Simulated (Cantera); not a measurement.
# Equilibrium for oxide etching and cleaning by halides: MgO + HCl + N2

Charge: 1 mol MgO, a varied amount of HCl, 8.7 mol N2, held at 1450 K and 173 Torr.

Cantera equilibrium calculation (NASA polynomials, part measured and part estimated; ideal gas, pure solids and liquids). Candidate condensed phases: H2O, Mg, MgCl2, MgO, Mg(OH)2, NH4Cl; 38 gas species. The numbers say what is thermodynamically allowed, not how fast it happens.

From 6.1 mol HCl to 18 mol HCl the condensed part is MgO(s). From 20 mol HCl to 25 mol HCl nothing is condensed. The main Mg-bearing gas is MgCl2 throughout.

```json
[
 {"n(HCl) (mol)": "6.1", "x HCl": "0.366", "x N2": "0.588", "x MgCl2": "0.0227", "x H2O": "0.0227", "x Cl": "0.000397", "x H2": "0.000220", "x Cl2": "2.12e-5", "n MgO(s)": "0.664"},
 {"n(HCl) (mol)": "7.9", "x HCl": "0.423", "x N2": "0.524", "x MgCl2": "0.0262", "x H2O": "0.0262", "x Cl": "0.000435", "x H2": "0.000244", "x Cl2": "2.56e-5", "n MgO(s)": "0.565"},
 {"n(HCl) (mol)": "9.6", "x HCl": "0.466", "x N2": "0.475", "x MgCl2": "0.0289", "x H2O": "0.0289", "x Cl": "0.000463", "x H2": "0.000261", "x Cl2": "2.90e-5", "n MgO(s)": "0.472"},
 {"n(HCl) (mol)": "11", "x HCl": "0.496", "x N2": "0.442", "x MgCl2": "0.0307", "x H2O": "0.0307", "x Cl": "0.000482", "x H2": "0.000273", "x Cl2": "3.14e-5", "n MgO(s)": "0.395"},
 {"n(HCl) (mol)": "13", "x HCl": "0.532", "x N2": "0.401", "x MgCl2": "0.0329", "x H2O": "0.0329", "x Cl": "0.000504", "x H2": "0.000287", "x Cl2": "3.44e-5", "n MgO(s)": "0.285"},
 {"n(HCl) (mol)": "15", "x HCl": "0.563", "x N2": "0.367", "x MgCl2": "0.0348", "x H2O": "0.0348", "x Cl": "0.000523", "x H2": "0.000299", "x Cl2": "3.69e-5", "n MgO(s)": "0.175"},
 {"n(HCl) (mol)": "17", "x HCl": "0.588", "x N2": "0.338", "x MgCl2": "0.0364", "x H2O": "0.0364", "x Cl": "0.000538", "x H2": "0.000309", "x Cl2": "3.91e-5", "n MgO(s)": "0.0648"},
 {"n(HCl) (mol)": "18", "x HCl": "0.599", "x N2": "0.326", "x MgCl2": "0.0371", "x H2O": "0.0371", "x Cl": "0.000544", "x H2": "0.000313", "x Cl2": "4.00e-5", "n MgO(s)": "0.00974"},
 {"n(HCl) (mol)": "20", "x HCl": "0.626", "x N2": "0.303", "x MgCl2": "0.0348", "x H2O": "0.0348", "x Cl": "0.000560", "x H2": "0.000323", "x Cl2": "4.24e-5", "n MgO(s)": "0"},
 {"n(HCl) (mol)": "22", "x HCl": "0.651", "x N2": "0.283", "x MgCl2": "0.0326", "x H2O": "0.0326", "x Cl": "0.000574", "x H2": "0.000332", "x Cl2": "4.45e-5", "n MgO(s)": "0"},
 {"n(HCl) (mol)": "24", "x HCl": "0.672", "x N2": "0.266", "x MgCl2": "0.0306", "x H2O": "0.0306", "x Cl": "0.000586", "x H2": "0.000340", "x Cl2": "4.63e-5", "n MgO(s)": "0"},
 {"n(HCl) (mol)": "25", "x HCl": "0.682", "x N2": "0.258", "x MgCl2": "0.0297", "x H2O": "0.0297", "x Cl": "0.000591", "x H2": "0.000343", "x Cl2": "4.72e-5", "n MgO(s)": "0"}
]
```
x: gas mole fraction; n: condensed amount in mol.
